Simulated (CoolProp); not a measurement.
50 sccm (0 °C, 1 atm) of nitrogen bubbles through liquid methanol at 287.9 K and leaves saturated at a total pressure of 0.15 MPa (ideal gas phase). Each further row changes one setting.

Values from CoolProp's reference Helmholtz-energy equation of state, de Reuck 1993.

```csv
case,vapour pressure (kPa),mole fraction of vapour,delivery (mg/min),delivery (sccm),change of delivery for a bath 1 K warmer (%)
as stated,9.76,0.0651,4.98,3.48,6.2
bath temperature 292.9 K,12.9,0.0857,6.70,4.69,6.1
total pressure 0.3 MPa,9.76,0.0325,2.40,1.68,6.0
```
